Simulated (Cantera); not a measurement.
Mixture: C3H8 : O2 : N2 = 1 : 11.1 : 41.8 (molar parts), at 2.10 bar, adiabatic and at constant volume. Ignition delay is the time to a rise of 400 K.

Computed with Cantera and GRI-Mech 3.0 (53 species, 325 reactions). GRI-Mech 3.0 was tuned for natural gas; its chemistry of propane as a main component is partial and can be far from experiment.

Task: Predict: delay at 1275 K; delay at 1375 K; delay at 1475 K; delay at 1575 K; delay at 1675 K; apparent activation energy between 1575 and 1675 K.

Result: 
```json
{
  "delay at 1275 K": "0.902 ms",
  "delay at 1375 K": "0.186 ms",
  "delay at 1475 K": "55.2 µs",
  "delay at 1575 K": "22.4 µs",
  "delay at 1675 K": "11.5 µs",
  "apparent activation energy between 1575 and 1675 K": "150 kJ/mol"
}
```
